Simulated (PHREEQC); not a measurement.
Consider water at 20 °C with 0.00026 mol/kgw CaSO4, 0.0036 mol/kgw AlCl3 and 0.00024 mol/kgw Cu(BF4)2. Closed to the air; pH follows from the charge balance.

Equilibrium calculation in PHREEQC: ion-association model, wateq4f.dat.

| quantity | before | after |
|---|---|---|
| pH | 2.89 | 3.18 |
| AlSO4+ (mol/kgw) | 0.000135 | 5.72e-5 |
| SO4-2 (mol/kgw) | 0.000112 | 6.82e-5 |
| SI of Gibbsite (Al(OH)3) | -2.95 | -2.28 |
| SI of Gypsum (CaSO4:2H2O) | -3.40 | -3.81 |

Question: Name the change that produced these shifts.
(A) Cu(BF4)2 from 0.00024 to 0.000264 mol/kgw
(B) 0.00091 mol/kgw HBr added
(C) 0.0047 mol/kgw CO2 added
(D) CaSO4 from 0.00026 to 0.0026 mol/kgw
(E) diluted 2-fold with water

Answer: E, diluted 2-fold with water

Precipitation was switched off in this run. Real BF4- forms and hydrolyses slowly; the run takes it at equilibrium. Fluoro complexes past AlF4- and FeF3 are missing from the database.
